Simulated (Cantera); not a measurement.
**Thermodynamics of hydrogen reduction and annealing atmospheres, feed CuO + H2**

Charge: 1 mol CuO, 170 mol H2, equilibrated at 1625 K.

Equilibrium computed with Cantera from the NASA thermochemical tables; the gas is ideal and each condensed phase is pure. Candidate condensed phases: Cu, CuO, Cu(OH)2, Cu2O, H2O; 12 gas species. Equilibrium is a limit: real reactors are often held back by kinetics, nucleation or transport.

```tsv
P (Pa)	log p H2	log p H	log p H2O	log p Cu	log p Cu2	log p OH	log p O	n Cu(l)
10	-4.01	-6.16	-6.23	-6.23	-11.31	-9.76	-11.99	0
100	-3.01	-5.65	-5.23	-5.23	-9.31	-9.26	-11.99	0
1000	-2.01	-5.15	-4.23	-4.24	-7.33	-8.76	-11.99	0.0210
10000	-1.00	-4.65	-3.23	-4.24	-7.33	-8.26	-11.99	0.903
100000	0.00	-4.15	-2.23	-4.24	-7.33	-7.76	-11.99	0.990
1000000	1.00	-3.65	-1.23	-4.24	-7.33	-7.26	<-11	0.999
```
log p: log10 of the partial pressure in bar; n: condensed amount in mol.

From 10.0 Pa to 1.00 mbar nothing is condensed. From 10.0 mbar to 10.0 bar the condensed part is Cu(l). The main Cu-bearing gas is Cu throughout.
